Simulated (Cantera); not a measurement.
A closed system holds: 1 mol B2O3, 0.085 mol H2O, 150 mol H2, 0.1 mol NH3, held at 948.15 K and 100000 Pa.

Equilibrium computed with Cantera from the NASA thermochemical tables; the gas is ideal and each condensed phase is pure. Gases not in the tables: H3BO3. Equilibrium is a limit: real reactors are often held back by kinetics, nucleation or transport.

| species | before | after |
|---|---|---|
| H2 | 0.999 | 0.984 |
| HBO | <1e-9 | 0.00742 |
| HBO2 | 2.13e-7 | 0.00405 |
| H | <1e-9 | 0.00112 |
| B2O3 | <1e-9 | 0.000636 |
| B2O2 | <1e-9 | 0.000165 |
| BO | <1e-9 | 0.000129 |
| NH3 | 1.43e-5 | 3.89e-7 |
| H2O | 0.000656 | 0.00248 |
| BN(s), mol | 0.00919 | 0 |
| B2O3(l), mol | 0.995 | 0 |
Gas species are given as mole fractions.

Problem. Name the change that produced these shifts.
A. pressure from 100000 Pa to 3100 Pa
B. NH3 from 0.1 to 28 mol
C. temperature from 948.15 K to 1948.15 K
D. temperature from 948.15 K to 2423 K

Solution. C, temperature from 948.15 K to 1948.15 K
